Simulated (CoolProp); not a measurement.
Saturation properties of R1224YDZ (Tc = 155.5 °C, pc = 3.334 MPa, ω = 0.325).

Model: reference Helmholtz-energy equation of state, Akasaka 2023, in CoolProp.

```json
[
 {"T (°C)": "-65.85", "p (MPa)": "0.0009557", "liquid density (kg/m³)": "1588", "vapour density (kg/m³)": "?", "enthalpy of vaporisation (kJ/kg)": "206.2"},
 {"T (°C)": "-50.65", "p (MPa)": "?", "liquid density (kg/m³)": "1551", "vapour density (kg/m³)": "?", "enthalpy of vaporisation (kJ/kg)": "199.2"},
 {"T (°C)": "-35.55", "p (MPa)": "0.008677", "liquid density (kg/m³)": "1515", "vapour density (kg/m³)": "0.6593", "enthalpy of vaporisation (kJ/kg)": "192.4"},
 {"T (°C)": "-20.45", "p (MPa)": "0.02055", "liquid density (kg/m³)": "1478", "vapour density (kg/m³)": "?", "enthalpy of vaporisation (kJ/kg)": "185.7"},
 {"T (°C)": "-5.35", "p (MPa)": "0.04329", "liquid density (kg/m³)": "1440", "vapour density (kg/m³)": "2.972", "enthalpy of vaporisation (kJ/kg)": "178.9"},
 {"T (°C)": "9.85", "p (MPa)": "0.08321", "liquid density (kg/m³)": "1401", "vapour density (kg/m³)": "5.489", "enthalpy of vaporisation (kJ/kg)": "171.8"},
 {"T (°C)": "24.95", "p (MPa)": "?", "liquid density (kg/m³)": "1360", "vapour density (kg/m³)": "9.406", "enthalpy of vaporisation (kJ/kg)": "164.5"},
 {"T (°C)": "40.05", "p (MPa)": "0.2441", "liquid density (kg/m³)": "1317", "vapour density (kg/m³)": "15.24", "enthalpy of vaporisation (kJ/kg)": "156.8"},
 {"T (°C)": "55.15", "p (MPa)": "?", "liquid density (kg/m³)": "1272", "vapour density (kg/m³)": "?", "enthalpy of vaporisation (kJ/kg)": "148.4"},
 {"T (°C)": "70.35", "p (MPa)": "0.5780", "liquid density (kg/m³)": "1223", "vapour density (kg/m³)": "?", "enthalpy of vaporisation (kJ/kg)": "139.2"}
]
```

Task: Complete the blanks.

Result: 
- -65.85, vapour density (kg/m³): 0.08257
- -50.65, p (MPa): 0.003168
- -50.65, vapour density (kg/m³): 0.2558
- -20.45, vapour density (kg/m³): 1.479
- 24.95, p (MPa): 0.1472
- 55.15, p (MPa): 0.3837
- 55.15, vapour density (kg/m³): 23.62
- 70.35, vapour density (kg/m³): 35.49

It boils at 14.9 °C under 1 atm.
